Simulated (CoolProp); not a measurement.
Vapour-liquid equilibrium of R227EA (1) + isobutene (2) at -25.95 °C; x and y are mole fractions of (1).

Values from CoolProp's multi-fluid Helmholtz-energy mixture model, Lemmon 2016 and Lemmon 2005; pair parameters Bell 2016.

Question: Give the bubble pressure and the first vapour's composition at x = 0.05, 0.15, 0.85. Is there an azeotrope?

Answer: x = 0.05: 55.11 kPa, y = 0.214; x = 0.15: 66.77 kPa, y = 0.397; x = 0.85: 74.18 kPa, y = 0.771. y crosses x between x = 0.55 and 0.65: the model has an azeotrope there.

Pair parameters are fitted to limited data, so mixtures are less certain than the pure fluids.
